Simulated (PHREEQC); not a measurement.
Dissolve 0.4 mol Pb(NO3)2 per kg of water at 25 °C. It is in equilibrium with CO2 at log p = -3.5 (atm). Otherwise closed; pH follows from the charge balance.

Model: ion-association model, phreeqc.dat, run in PHREEQC.

The pH comes out as 4.02 and the ionic strength is 0.673 mol/kgw. The activity of water is 0.984.

```tsv
species	molality	activity	log γ
NO3-	0.536	0.315	-0.231
PbNO3+	0.264	0.197	-0.127
Pb+2	0.136	0.0423	-0.508
H+	0.000126	9.50e-5	-0.122
Pb2OH+3	0.000112	8.08e-6	-1.142
PbOH+	1.14e-5	8.54e-6	-0.127
CO2	9.22e-6	1.08e-5	0.067
PbHCO3+	2.23e-6	1.66e-6	-0.127
HCO3-	7.34e-8	4.96e-8	-0.170
PbCO3	1.54e-8	1.80e-8	0.067
```

This is a speciation only: nothing precipitates in the calculation.
